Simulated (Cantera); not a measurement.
Feed: 1 mol Al(CH₃)₃, 1 mol N₂, 810 mol H₂, 0.23 mol O₂, held at 1650 K.

These are equilibrium values from Cantera (NASA tables, ideal gas, pure condensed phases), not measurements of a reactor. Candidate condensed phases: Al, AlN, Al₂O₃, C, C₆H₆, C₇H₈, C₈H₁₈, H₂O; 148 gas species. The feed counts by its element totals alone. Kinetics and transport are ignored.

log p: log10 of the partial pressure in bar; n: condensed amount in mol.

```
P (Pa)  log p H₂  log p H  log p CH₄  log p Al  log p N₂  log p CO  n C(graphite)  n AlN(s)
------  --------  -------  ---------  --------  --------  --------  -------------  --------
10         -4.01    -6.04     -10.89     -6.92     -6.93     -7.25           2.39         0
28         -3.56    -5.82      -9.99     -6.47     -6.48     -6.80           2.39         0
77         -3.12    -5.60      -9.11     -6.03     -6.04     -6.36           2.39         0
220        -2.66    -5.37      -8.20     -5.58     -5.59     -5.91           2.38         0
600            …        …          …     -5.54         …         …           2.39         …
1700           …        …          …         …         …         …           2.39         …
4600       -1.34    -4.71      -5.55     -5.91     -4.56     -4.59           2.36     0.975
13000      -0.89    -4.49      -4.65     -6.13     -4.12     -4.13           2.27     0.994
36000      -0.44    -4.26      -3.77     -6.35     -3.68     -3.69           2.02     0.999
100000      0.00    -4.04      -2.88     -6.58     -3.24     -3.25           1.33     1.000
```

**Question.** What belongs in the gaps?

**Answer.** 
- 600, log p H₂: -2.22
- 600, log p H: -5.15
- 600, log p CH₄: -7.32
- 600, log p N₂: -5.31
- 600, log p CO: -5.47
- 600, n AlN(s): 0.587
- 1700, log p H₂: -1.77
- 1700, log p H: -4.93
- 1700, log p CH₄: -6.42
- 1700, log p Al: -5.71
- 1700, log p N₂: -4.96
- 1700, log p CO: -5.02
- 1700, n AlN(s): 0.898
